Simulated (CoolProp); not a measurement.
Vapour-liquid equilibrium of propane (1) + isohexane (2) at 264.6 K; x and y are mole fractions of (1).

Model: multi-fluid Helmholtz-energy mixture model, Lemmon 2009 and Lemmon 2006; pair parameters Bell 2016, in CoolProp.

### Question
Give the bubble pressure and the first vapour's composition at x = 0.2, 0.8, 0.95. Is there an azeotrope?

### Answer
x = 0.2: 78.40 kPa, y = 0.938; x = 0.8: 287.8 kPa, y = 0.995; x = 0.95: 342.8 kPa, y = 0.999. No azeotrope shows between x = 0.05 and 0.95.

Pair parameters are fitted to limited data, so mixtures are less certain than the pure fluids. The gap from Raoult's law changes sign with composition, which may be real or a fault of the pair parameters; it wasn't checked against measurements.
